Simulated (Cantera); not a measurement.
A freely propagating, adiabatic, planar premixed flame of H2 : O2 : N2 : H2O = 1 : 0.227 : 0.773 : 0.36 (molar parts), equivalence ratio 2.2, unburnt at 673 K and 750 Torr; mixture-averaged transport, grid criteria slope 0.08 and curve 0.16, no radiation.

Model: the H2/O2 subset of GRI-Mech 3.0, which has no nitrogen chemistry, integrated in Cantera. Burning velocities carry a grid error of a few per cent, more on coarse grids.

Question: What does this change do: inlet temperature 673 to 525 K?

Answer: 
```json
[
 {"quantity": "laminar burning velocity", "before": "896 cm/s", "after": "542 cm/s"},
 {"quantity": "thermal thickness", "before": "0.426 mm", "after": "0.374 mm"},
 {"quantity": "peak x(HO2)", "before": "0.000343", "after": "0.000462"},
 {"quantity": "peak x(O)", "before": "0.00239", "after": "0.00179"},
 {"quantity": "peak x(H)", "before": "0.0635", "after": "0.0516"}
]
```

Question: What does this change do: inlet temperature 673 to 625 K?

Answer: 
| quantity | before | after |
|---|---|---|
| laminar burning velocity | 896 cm/s | 768 cm/s |
| thermal thickness | 0.426 mm | 0.410 mm |
| peak x(HO2) | 0.000343 | 0.000380 |
| peak x(O) | 0.00239 | 0.00218 |
| peak x(H) | 0.0635 | 0.0595 |
